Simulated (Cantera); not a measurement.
Feed: 1 mol TEOS, 3.9 mol CO₂, 3.4 mol H₂, held at 625 °C and 1.00 Torr.

Cantera equilibrium calculation (NASA polynomials, part measured and part estimated; ideal gas, pure solids and liquids). Candidate condensed phases: C, C₆H₆, C₇H₈, C₈H₁₈, H₂O, Si, SiC, SiO₂; 123 gas species. The feed counts by its element totals alone. Equilibrium is a limit: real reactors are often held back by kinetics, nucleation or transport.

What is the equilibrium state?


```json
{
 "x(H₂)": "0.578",
 "x(CO)": "0.420",
 "x(CO₂)": "0.00138",
 "x(H₂O)": "0.000817",
 "x(CH₄)": "0.000143",
 "n(C(graphite))": "2.15 mol",
 "n(SiO₂(β-quartz))": "1.00 mol",
 "gas_amount": "23.15 mol",
 "log10 activity of Si(s) (absent)": "-14.76"
}
```
